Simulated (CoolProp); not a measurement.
R124 at several states: density (kg/m³) from the reference equation and from simpler models built on Tc = 122.3 °C, pc = 3624 kPa, ω = 0.288; each cubic takes its own stable root.

Values from CoolProp's reference Helmholtz-energy equation of state, de Vries 1995.

| T (°C) | p (kPa) | phase | reference |
|---|---|---|---|
| 108.95 | 15.2 | gas | 0.6540 |
| 58.95 | 37 | gas | 1.841 |
| -36.55 | 729 | liquid | 1546 |
| 94.55 | 2800 | liquid | 1060 |

**Question.** How far does each simpler model (van der Waals, Redlich-Kwong, Soave-Redlich-Kwong) lie from the reference over these 4 states: mean and median of the absolute difference, and the worst?

**Answer.** 
- van der Waals: mean 20.1 %, median 20.0 %, worst -40.6 % at 94.55 °C and 2800 kPa
- Redlich-Kwong: mean 7.9 %, median 5.7 %, worst -20.2 % at 94.55 °C and 2800 kPa
- Soave-Redlich-Kwong: mean 6.0 %, median 4.2 %, worst -15.5 % at 94.55 °C and 2800 kPa
